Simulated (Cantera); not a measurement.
Adiabatic ignition

An adiabatic, constant-pressure homogeneous reactor starts with CH4 : C2H6 : C3H8 : O2 : N2 = 1 : 0.16 : 0.13 : 2.92 : 11 (molar parts), equivalence ratio 1.1, at 1023 K and 12.8 atm.

Cantera simulation using GRI-Mech 3.0 (53 species, 325 reactions); the numbers are that mechanism's predictions, not measurements. The pressure lies above the range GRI-Mech 3.0 was tuned for (to about 10 atm).

```csv
t (s),T (K),x CH4,x C2H6,x C3H8,x C2H4,x CH3,x NO,x H
8.00e-6,1023,0.0657,0.0105,0.00855,2.06e-9,3.49e-9,<1e-12,<1e-12
2.01e-5,1023,0.0657,0.0105,0.00855,6.18e-9,8.41e-9,<1e-12,<1e-12
5.04e-5,1023,0.0657,0.0105,0.00855,2.06e-8,1.89e-8,<1e-12,<1e-12
0.000127,1023,0.0657,0.0105,0.00855,7.86e-8,3.80e-8,<1e-12,<1e-12
0.000318,1023,0.0657,0.0105,0.00855,3.41e-7,7.47e-8,<1e-12,2.82e-12
0.000798,1023,0.0657,0.0105,0.00855,1.99e-6,2.04e-7,<1e-12,1.98e-11
0.00200,1023,0.0657,0.0105,0.00854,2.37e-5,8.92e-7,<1e-12,3.83e-10
0.00503,1026,0.0655,0.0103,0.00831,0.000520,3.36e-6,<1e-12,6.31e-9
0.0126,2697,<1e-12,<1e-12,<1e-12,<1e-12,<1e-12,0.00353,0.00178
0.0317,2697,<1e-12,<1e-12,<1e-12,<1e-12,<1e-12,0.00353,0.00178
0.0797,2697,<1e-12,<1e-12,<1e-12,<1e-12,<1e-12,0.00353,0.00178
0.200,2697,<1e-12,<1e-12,<1e-12,<1e-12,<1e-12,0.00353,0.00178
```
x: mole fraction; the columns are a selection and need not sum to one.

```yaml
time_of_steepest_temperature_rise: 8.45 ms
temperature at 0.200 s: 2697 K
equilibrium_temperature: 2697 K
x(CH4) at 0.200 s: <1e-12 (gas-phase equilibrium <1e-12)
x(C2H6) at 0.200 s: <1e-12 (gas-phase equilibrium <1e-12)
x(C3H8) at 0.200 s: <1e-12 (gas-phase equilibrium <1e-12)
```
